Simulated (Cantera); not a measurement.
Feed: 1 mol B₂O₃, 0.14 mol NH₃, a varied amount of H₂, 9.4 mol O₂, held at 798.15 K and 1.33 mbar.

Equilibrium computed with Cantera from the NASA thermochemical tables; the gas is ideal and each condensed phase is pure. Candidate condensed phases: B, BN, B₂O₃, B₃O₃H₃, H₂O; 39 gas species. Gases not in the tables: H₃BO₃. Equilibrium is a limit: real reactors are often held back by kinetics, nucleation or transport.

x: gas mole fraction; n: condensed amount in mol.

```
n(H₂) (mol)  x H₂O      x H₂    x O₂        x N₂  n B₂O₃(l)
-----------  -----  --------  ------  ----------  ---------
9.7          0.685  1.61e-12   0.308  (withheld)      0.958
20           0.924    0.0696  <1e-12  (withheld)      0.907
30           0.619     0.377  <1e-12  (withheld)      0.924
39           0.477     0.520  <1e-12  (withheld)      0.933
49           0.380     0.617  <1e-12  (withheld)      0.940
59           0.316     0.682  <1e-12  (withheld)      0.946
69           0.271     0.728  <1e-12  (withheld)      0.950
79           0.237     0.762  <1e-12  (withheld)      0.953
89           0.210     0.789  <1e-12  (withheld)      0.956
```

Some entries are withheld; supply them.


- 9.7, x N₂: 0.00486
- 20, x N₂: 0.00346
- 30, x N₂: 0.00231
- 39, x N₂: 0.00178
- 49, x N₂: 0.00142
- 59, x N₂: 0.00118
- 69, x N₂: 0.00101
- 79, x N₂: 0.000883
- 89, x N₂: 0.000784
